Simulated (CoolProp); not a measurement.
Vapour-liquid equilibrium of carbon dioxide (1) + R134a (2) at 233.3 K; x and y are mole fractions of (1).

Computed with CoolProp (multi-fluid Helmholtz-energy mixture model, Span 1996 and Tillner-Roth 1994; pair parameters Bell 2016).

Problem. Give the bubble pressure and the first vapour's composition at x = 0.35, 0.45, 0.75. Is there an azeotrope?

Solution. x = 0.35: 378.0 kPa, y = 0.903; x = 0.45: 478.6 kPa, y = 0.933; x = 0.75: 763.3 kPa, y = 0.977. No azeotrope shows between x = 0.05 and 0.95.

Pair parameters are fitted to limited data, so mixtures are less certain than the pure fluids.
